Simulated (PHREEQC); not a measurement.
Consider water at 25 °C with 52 mmol/kgw NaHSO4 and 15 mmol/kgw Na2B4O7. Closed to the air; pH follows from the charge balance.

The numbers come from PHREEQC with the ion-association model, phreeqc.dat.

```tsv
quantity	before	after
pH	2.10	1.66
ionic strength (mol/kgw)	0.122	0.101
Na+ (mol/kgw)	0.0773	0.0497
SO4-2 (mol/kgw)	0.0350	0.0246
HSO4- (mol/kgw)	0.0123	0.0252
NaSO4- (mol/kgw)	0.00471	0.00227
```

Q: Name the change that produced these shifts.
A. Na2B4O7 left out
B. Na2B4O7 replaced by NaCl at the same molality
C. diluted 100-fold with water
D. Na2B4O7 from 0.015 to 0.0075 mol/kgw
E. diluted 5-fold with water

A: A, Na2B4O7 left out

No solid was allowed to form.
